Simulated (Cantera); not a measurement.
**Hydrogen reduction and annealing atmospheres: Fe3O4 + H2 + N2**

A closed system holds: 1 mol Fe3O4, 390 mol H2, 64 mol N2, at 9.30 mbar.

Cantera equilibrium calculation (NASA polynomials, part measured and part estimated; ideal gas, pure solids and liquids). Candidate condensed phases: Fe, FeO, Fe(OH)2, Fe(OH)3, Fe2O3, Fe3O4, H2O; 27 gas species. The numbers say what is thermodynamically allowed, not how fast it happens.

| T (K) | x H2 | x N2 | x H | x H2O | x Fe | x OH | n Fe(γ) | n Fe(δ) |
|---|---|---|---|---|---|---|---|---|
| 1375 | 0.850 | 0.141 | 3.28e-5 | 0.00881 | 8.83e-7 | 6.11e-9 | 3.00 | 0 |
| 1475 | 0.850 | 0.141 | 0.000124 | 0.00881 | 9.39e-6 | 3.37e-8 | 3.00 | 0 |
| 1575 | 0.850 | 0.141 | 0.000397 | 0.00881 | 7.35e-5 | 1.50e-7 | 2.97 | 0 |
| 1675 | 0.849 | 0.141 | 0.00111 | 0.00880 | 0.000446 | 5.56e-7 | 0 | 2.80 |
| 1775 | 0.846 | 0.140 | 0.00276 | 0.00878 | 0.00219 | 1.78e-6 | 0 | 2.00 |
| 1875 | 0.839 | 0.140 | 0.00623 | 0.00872 | 0.00654 | 5.04e-6 | 0 | 0 |
| 1975 | 0.833 | 0.139 | 0.0129 | 0.00868 | 0.00652 | 1.29e-5 | 0 | 0 |
x: gas mole fraction; n: condensed amount in mol.

From 1375 K to 1575 K the condensed part is Fe(γ). From 1675 K to 1775 K the condensed part is Fe(δ). From 1875 K to 1975 K nothing is condensed. The main Fe-bearing gas is Fe throughout.
